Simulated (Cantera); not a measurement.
## Transport properties of process gases

Gas mixture: CH3OH : C2H4 = 0.31 : 0.078 (molar parts), at 0.380 bar, frozen composition.

Cantera's kinetic-theory transport with the Lennard-Jones parameters of GRI-Mech 3.0, ideal gas; thermal conductivity in the multicomponent form. Polar gases are described roughly by these parameters. The composition is frozen, though it would react at the higher temperatures.

| T (K) | ρ (kg/m³) | cp (J/kg/K) | μ (µPa s) | λ (mW/m/K) | Pr | D (cm²/s) C2H2 | D (cm²/s) CH4 | D (cm²/s) O |
|---|---|---|---|---|---|---|---|---|
| 400 | 0.357 | 1653 | 13.2 | 29.2 | 0.746 | 0.549 | 0.756 | 1.12 |
| 600 | 0.238 | 2179 | 19.6 | 57.1 | 0.747 | 1.18 | 1.60 | 2.31 |
| 800 | 0.178 | 2581 | 25.4 | 87.7 | 0.749 | 1.99 | 2.67 | 3.81 |
| 1000 | 0.143 | 2898 | 30.8 | 119 | 0.749 | 2.96 | 3.94 | 5.59 |
| 1200 | 0.119 | 3138 | 35.6 | 149 | 0.750 | 4.07 | 5.39 | 7.61 |
| 1400 | 0.102 | 3327 | 40.1 | 178 | 0.749 | 5.30 | 7.01 | 9.87 |
D: mixture-averaged diffusion coefficient of that species in the mixture.
